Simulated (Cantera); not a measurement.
Charge: 1 mol PH3, 1.5 mol H2O, at 13.0 mbar.

Method: chemical equilibrium by Gibbs-energy minimisation in Cantera with the NASA 1993 tables (ideal gas, pure condensed phases). Candidate condensed phases: H2O, P, P4O10; 17 gas species. Gases not in the tables: HPO2, HPO3 and P4O6. Kinetics and transport are ignored. All values below are at 1873 K.

Base state: H2 0.618, H2O 0.159, PO 0.126, PO2 0.0524, P2 0.0406, H 0.00445, P 0.000265, OH 8.88e-5 (mole fractions); condensed: gas only.

Q: What changes in the equilibrium state with this change: H2O from 1.5 to 0.2 mol?

A: 
```
species   before     after
-------  -------  --------
H2         0.618     0.716
P2        0.0406     0.194
PO         0.126    0.0486
H2O        0.159    0.0325
PO2       0.0524   0.00358
P4       7.66e-7   1.75e-5
OH       8.88e-5   1.69e-5
PH       4.87e-5  0.000115
```
